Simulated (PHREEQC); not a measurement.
1 kg of water holding 65 mmol/kgw NaCl meets 20 L of dry gas (CO2 0.38, CH4 0.62 by moles) at fixed total pressure, at 5 atm; fugacities by Peng-Robinson. The gases take part in no redox reaction, some water evaporates into the gas, and hydrates or a liquid gas phase aren't modelled. No solid was allowed to form.

Equilibrium calculation in PHREEQC: ion-association model, phreeqc.dat.

```
T (°C)  dissolved CO2 (all carbonate carbon) (mol/kgw)  φ of CO2  p of CO2 (atm)  dissolved CH4 (mol/kgw)  φ of CH4  p of CH4 (atm)
------  ----------------------------------------------  --------  --------------  -----------------------  --------  --------------
10                                              0.0938     0.969            1.83                  0.00713     0.987            3.16
20                                              0.0691     0.972            1.84                  0.00537     0.989            3.13
30                                              0.0530     0.975            1.85                  0.00432     0.990            3.11
40                                              0.0421     0.977            1.84                  0.00367     0.991            3.08
50                                              0.0344     0.979            1.83                  0.00326     0.992            3.05
60                                              0.0287     0.981            1.80                  0.00298     0.993            3.00
70                                              0.0244     0.982            1.76                  0.00280     0.994            2.92
80                                              0.0209     0.984            1.70                  0.00266     0.995            2.82
90                                              0.0180     0.985            1.62                  0.00254     0.996            2.68
```

Constants without temperature data keep their 25 °C values here.
